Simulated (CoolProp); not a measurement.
Values from CoolProp's reference Helmholtz-energy equation of state, Lemmon 2005. It is a short technical equation, of lower accuracy than the large ones.

Task: For cis-2-butene, give the phase and the density (kg/m³), cp (kJ/(kg K)), Joule-Thomson coefficient (K/MPa), isothermal compressibility (1/MPa) at 380.1 K and 47.6 bar; 401 K and 47.6 bar.

Result: 
- 380.1 K and 47.6 bar: liquid; density 513, cp 2.71, Joule-Thomson coefficient 0.167, isothermal compressibility 0.00835
- 401 K and 47.6 bar: liquid; density 475, cp 2.97, Joule-Thomson coefficient 0.541, isothermal compressibility 0.0147
